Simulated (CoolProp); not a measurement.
Model: reference Helmholtz-energy equation of state, Span 1996, in CoolProp.

### Question
Give the vapour pressure (kPa), enthalpy of vaporisation (kJ/kg), liquid cp (kJ/(kg K)), vapour Z of saturated carbon dioxide at -12.65, 11.25 °C.

### Answer
```csv
T (°C),p (kPa),enthalpy of vaporisation (kJ/kg),liquid cp (kJ/(kg K)),vapour Z
-12.65,2450,265,2.26,0.762
11.25,4640,192,3.09,0.613
```
